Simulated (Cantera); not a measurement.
Charge: 1 mol Cu₂O, 120 mol H₂, 5.6 mol N₂, at 1775 K and 1.50 Torr.

Cantera equilibrium calculation (NASA polynomials, part measured and part estimated; ideal gas, pure solids and liquids). Candidate condensed phases: Cu, CuO, Cu(OH)₂, Cu₂O, H₂O; 27 gas species. Equilibrium is a limit: real reactors are often held back by kinetics, nucleation or transport.

Base state: H₂ 0.927, N₂ 0.0438, Cu 0.0156, H₂O 0.00781, H 0.00623 (mole fractions); condensed: gas only.

**Question.** What changes in the equilibrium state with this change: temperature from 1775 K to 1048.15 K?

**Answer.** 
```
species      before    after
----------  -------  -------
H₂            0.927    0.947
N₂           0.0438   0.0446
H₂O         0.00781  0.00796
Cu           0.0156  4.92e-8
H           0.00623  1.69e-7
Cu(s), mol        0     2.00
```

**Question.** What changes in the equilibrium state with this change: temperature from 1775 K to 2148.15 K?

**Answer.** 
| species | before | after |
|---|---|---|
| H₂ | 0.927 | 0.850 |
| H | 0.00623 | 0.0860 |
| N₂ | 0.0438 | 0.0420 |
| Cu | 0.0156 | 0.0150 |
| OH | 3.27e-6 | 9.64e-5 |
| H₂O | 0.00781 | 0.00740 |
